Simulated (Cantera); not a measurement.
A closed system holds: 1 mol FeS, 0.41 mol SO₂, 0.53 mol N₂, 2.4 mol SO₃, at 850 K.

These are equilibrium values from Cantera (NASA tables, ideal gas, pure condensed phases), not measurements of a reactor. Candidate condensed phases: Fe, FeO, FeS, FeSO₄, FeS₂, Fe₂O₃, Fe₂(SO₄)₃, Fe₃O₄, S; 19 gas species. Gases not in the tables: S₃ to S₇. Equilibrium is a limit: real reactors are often held back by kinetics, nucleation or transport.

Question: At 20.0 bar, list the 4 most abundant gas species with their mole fractions, and the condensed phases.

Answer: SO₂ 0.866, N₂ 0.133, S₂ 0.000987, S₂O 0.000693. Condensed: FeS₂(s) + Fe₃O₄(s).
